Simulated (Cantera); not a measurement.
A freely propagating, adiabatic, planar premixed flame of CO : H₂ : CH₄ : O₂ : N₂ : CO₂ = 1 : 0.19 : 0.13 : 0.713 : 2.68 : 0.18 (molar parts), equivalence ratio 1.2, unburnt at 575 K and 0.523 atm; mixture-averaged transport, grid criteria slope 0.08 and curve 0.16, no radiation.

Computed with Cantera and GRI-Mech 3.0 (53 species, 325 reactions). Burning velocities carry a grid error of a few per cent, more on coarse grids.

Question: What does this change do: N2 2.68 to 2.1 parts?

Answer: 
```json
[
 {"quantity": "laminar burning velocity", "before": "224 cm/s", "after": "273 cm/s"},
 {"quantity": "thermal thickness", "before": "0.783 mm", "after": "0.681 mm"},
 {"quantity": "peak x(HO₂)", "before": "0.000154", "after": "0.000177"},
 {"quantity": "peak x(CH₃)", "before": "0.000368", "after": "0.000490"},
 {"quantity": "peak x(C₂H₄)", "before": "1.24e-5", "after": "1.49e-5"}
]
```

Question: What does this change do: CO 1 to 1.3 parts?

Answer: 
```tsv
quantity	before	after
laminar burning velocity	224 cm/s	238 cm/s
thermal thickness	0.783 mm	0.773 mm
peak x(HO₂)	0.000154	0.000152
peak x(CH₃)	0.000368	0.000352
peak x(C₂H₄)	1.24e-5	1.16e-5
```
